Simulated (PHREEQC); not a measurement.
Solution (25 °C): 0.029 mol/kgw CdCl2, 0.0049 mol/kgw H3BO3 and 0.13 mol/kgw NiCl2. Closed to the air; pH follows from the charge balance.

Equilibrium calculation in PHREEQC: ion-association model, wateq4f.dat.

| Item | Value |
|---|---|
| pH | 5.46 |
| ionic strength | 0.360 mol/kgw |
| activity of water | 0.993 |

```csv
species,molality,activity,log γ
Cl-,0.250,0.167,-0.176
Ni+2,0.106,0.0301,-0.545
NiCl+,0.0173,0.0126,-0.136
CdCl+,0.0170,0.0124,-0.136
CdCl2,0.00797,0.00866,0.036
NiCl2,0.00704,0.00765,0.036
```

No solid was allowed to form.
